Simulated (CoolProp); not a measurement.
A simple Rankine cycle with sulfur dioxide: condensing at 322.15 K, boiler at 2.79 MPa, turbine inlet 375.4 K, turbine efficiency 0.85, pump efficiency 0.7, no recuperator. Each further row changes one setting.

Computed with CoolProp (reference Helmholtz-energy equation of state, Gao 2016).

```tsv
case	thermal efficiency (%)	net work (kJ/kg)	heat in (kJ/kg)	turbine exit temperature (K)	volume ratio over the turbine
as stated	10.2	34.2	336	322.2	3.17
turbine inlet 395.4 K	10.4	37.3	358	322.2	2.97
condensing temperature 314.15 K	11.7	?	347	314.2	?
boiler pressure 1.95 MPa	7.6	27.0	353	322.2	2.13
turbine efficiency 0.75	?	29.9	336	322.2	3.21
```

Question: Some entries are withheld; supply them.

Answer: 
- condensing temperature 314.15 K, net work (kJ/kg): 40.5
- condensing temperature 314.15 K, volume ratio over the turbine: 3.92
- turbine efficiency 0.75, thermal efficiency (%): 8.9

The expansion ends wet for: as stated; turbine inlet 395.4 K; condensing temperature 314.15 K; boiler pressure 1.95 MPa; turbine efficiency 0.75.
